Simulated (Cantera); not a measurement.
Cantera run:

```python
import numpy as np
import cantera as ct

gas_names = """
    B BH BH2 BH3 BN BO BO2 B2 B2O B2O2 B2O3 B3O3H3 H HBO HBO2 HNO HNO2 HNO3 HO2 H2 H2O H2O2 H3B3O6 N NH
    NH2 NH3 NH2OH NO NO2 NO3 N2 N2H2 N2H4 N2O O OH O2 O3
""".split()
cond_names = """
    B(b) B(L) BN(s) B2O3(L) B3O3H3(cr) H2O(s) H2O(L)
""".split()


# ... load() reads the species with a 1 bar reference pressure and builds the phases ...
atoms = {
    'borazine': {'B': 3, 'N': 3, 'H': 6},
    'O2': {'O': 2},
}
top_T = {'BN(s)': 3200}  # K; cautious upper limits of use, not melting points


# ... equilibrate(T, P, feed) seeds the gas with the atoms and calls Mixture.equilibrate('TP', solver="vcs", rtol=1e-11, max_steps=5000) ...
results = []
feed = {'borazine': 1, 'O2': 0.99}  # mol
P = 260  # Pa
for T in [1425, 1500, 1575, 1650, 1725, 1800, 1875, 1950, 2025, 2100]:
    mix = equilibrate(T, P, feed)
    results.append((T, P, feed, dict(zip(mix.species_names, mix.species_moles))))
    x = sorted(zip(gas.X, gas.species_names), reverse=True)
    print(f"T = {T:g} K  P = {P:g} Pa  gas = {mix.phase_moles(0):.4g} mol")
    print("   x: " + "  ".join(f"{s} {v:.3e}" for v, s in x if v > 1e-06))
    print("   condensed (mol): " + ("  ".join(f"{mix.phase(i).name} {mix.phase_moles(i):.4g}"
          for i in range(1, mix.n_phases) if mix.phase_moles(i) > 1e-12) or "none"))
```

Result:

```
T = 1425 K  P = 260 Pa  gas = 3.68 mol
   x: H2 8.107e-01  N2 1.788e-01  HBO2 5.300e-03  HBO 2.843e-03  B2O3 1.652e-03  H2O 5.054e-04  H 1.205e-04  B2O2 9.202e-05  BO 1.234e-05
   condensed (mol): BN(s) 1.684  B2O3(L) 0.6366
T = 1500 K  P = 260 Pa  gas = 3.732 mol
   x: H2 7.933e-01  N2 1.768e-01  HBO2 1.038e-02  HBO 9.434e-03  B2O3 8.344e-03  B2O2 8.359e-04  H2O 4.767e-04  H 3.075e-04  BO 9.534e-05
   condensed (mol): BN(s) 1.68  B2O3(L) 0.5885
T = 1575 K  P = 260 Pa  gas = 3.932 mol
   x: H2 7.393e-01  N2 1.713e-01  B2O3 3.583e-02  HBO 2.722e-02  HBO2 1.843e-02  B2O2 6.155e-03  H 7.008e-04  BO 6.054e-04  H2O 4.257e-04  B3O3H3 1.997e-06
   condensed (mol): BN(s) 1.653  B2O3(L) 0.4176
T = 1650 K  P = 260 Pa  gas = 4.476 mol
   x: H2 6.280e-01  N2 1.638e-01  B2O3 9.171e-02  HBO 5.978e-02  B2O2 2.935e-02  HBO2 2.280e-02  BO 2.860e-03  H 1.412e-03  H2O 3.045e-04  BO2 2.832e-06  B3O3H3 2.558e-06
   condensed (mol): BN(s) 1.534
T = 1725 K  P = 260 Pa  gas = 4.633 mol
   x: H2 5.965e-01  N2 1.736e-01  HBO 8.539e-02  B2O3 6.650e-02  B2O2 5.376e-02  HBO2 1.346e-02  BO 7.819e-03  H 2.813e-03  H2O 1.725e-04  BO2 4.262e-06  B2O 2.380e-06  BH2 2.092e-06  B3O3H3 1.088e-06
   condensed (mol): BN(s) 1.391
T = 1800 K  P = 260 Pa  gas = 4.819 mol
   x: H2 5.625e-01  N2 1.829e-01  HBO 1.078e-01  B2O2 7.849e-02  B2O3 3.807e-02  BO 1.798e-02  HBO2 6.929e-03  H 5.266e-03  H2O 9.285e-05  B2O 1.413e-05  BH2 6.924e-06  BO2 5.203e-06
   condensed (mol): BN(s) 1.237
T = 1875 K  P = 260 Pa  gas = 4.991 mol
   x: H2 5.341e-01  N2 1.884e-01  HBO 1.213e-01  B2O2 9.163e-02  BO 3.507e-02  B2O3 1.692e-02  H 9.395e-03  HBO2 3.078e-03  B2O 6.644e-05  H2O 4.739e-05  BH2 2.103e-05  BO2 5.114e-06  B 1.007e-06
   condensed (mol): BN(s) 1.12
T = 1950 K  P = 260 Pa  gas = 5.138 mol
   x: H2 5.126e-01  N2 1.891e-01  HBO 1.250e-01  B2O2 8.963e-02  BO 5.978e-02  H 1.610e-02  B2O3 6.192e-03  HBO2 1.226e-03  B2O 2.575e-04  BH2 5.962e-05  H2O 2.337e-05  B 7.282e-06  BO2 4.226e-06
   condensed (mol): BN(s) 1.057
T = 2025 K  P = 260 Pa  gas = 5.285 mol
   x: H2 4.937e-01  N2 1.866e-01  HBO 1.206e-01  BO 9.178e-02  B2O2 7.726e-02  H 2.652e-02  B2O3 2.000e-03  B2O 8.513e-04  HBO2 4.565e-04  BH2 1.577e-04  B 4.578e-05  H2O 1.131e-05  BH 3.432e-06  BO2 3.094e-06  BN 1.036e-06
   condensed (mol): BN(s) 1.027
T = 2100 K  P = 260 Pa  gas = 5.493 mol
   x: H2 4.703e-01  N2 1.875e-01  BO 1.283e-01  HBO 1.088e-01  B2O2 5.943e-02  H 4.190e-02  B2O 2.401e-03  B2O3 5.869e-04  BH2 3.800e-04  B 2.499e-04  HBO2 1.615e-04  BH 1.410e-05  H2O 5.397e-06  BN 4.712e-06  BO2 2.065e-06
   condensed (mol): B(b) 0.06694  BN(s) 0.9405
```

Method: chemical equilibrium by Gibbs-energy minimisation in Cantera with the NASA 1993 tables (ideal gas, pure condensed phases). The feed counts by its element totals alone. Mutual solubility and eutectic melting of coexisting phases are not modelled. The tables' values for BH2 are old estimates; treat these amounts as uncertain.
